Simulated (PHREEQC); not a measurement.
## Metal-bearing waste water with acid rinse or clean: speciation

Solution A (5 mmol/kgw CdCl2, 3.2 mmol/kgw ZnCl2 and 0.078 mmol/kgw HCl) is mixed with solution B (0.02 mol HCl, 0.0038 mol AlCl3 and 0.0031 mol MgCl2 per kg of water) at 20 °C; shares are by mass of water, 1 kg in all. O2 is buffered at 0.21 atm. The system is closed to CO2. The run lets Al(OH)3(a), Zn(OH)2(e), Cd(OH)2 precipitate or redissolve, and no other solid.

The numbers come from PHREEQC with the ion-association model, phreeqc.dat.

```tsv
share of solution B	pH	Cd+2 (mol/kgw)	CdCl+ (mol/kgw)
0	4.16	0.00278	0.00212
0.1	2.74	0.00237	0.00203
0.15	2.57	0.00218	0.00196
0.25	2.35	0.00183	0.00181
0.3	2.28	0.00167	0.00172
0.4	2.15	0.00137	0.00153
0.45	2.10	0.00123	0.00142
0.55	2.02	0.000965	0.00119
0.6	1.98	0.000841	0.00107
0.7	1.92	0.000607	0.000823
0.75	1.89	0.000496	0.000692
0.85	1.84	0.000287	0.000423
0.9	1.81	0.000188	0.000284
1	1.77	0	0
```
